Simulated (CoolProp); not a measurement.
The fluid at 293.15 K and 13.5 MPa is throttled through a valve to 2.92 MPa with no heat exchange. The same conditions are run with several fluids, on thermodynamics alone (safety and materials aside).

Computed with CoolProp (reference Helmholtz-energy equation of state of each fluid (carbonyl sulfide: Lemmon 2006; R1233zd(E): Akasaka 2022; R1224YDZ: Akasaka 2023; R404A: Lemmon 2003; isohexane: Lemmon 2006)). Blends and air are pseudo-pure fits.

```
fluid             temperature change (K)  final density (kg/m³)
----------------  ----------------------  ---------------------
carbonyl sulfide                    +2.1                      …
R1233zd(E)                          +3.5                   1270
R1224YDZ                               …                   1370
R404A                               +0.3                      …
isohexane                              …                    652
```

Q: What belongs in the gaps?

A: 
- carbonyl sulfide, final density (kg/m³): 1010
- R1224YDZ, temperature change (K): +3.2
- R404A, final density (kg/m³): 1080
- isohexane, temperature change (K): +4.5
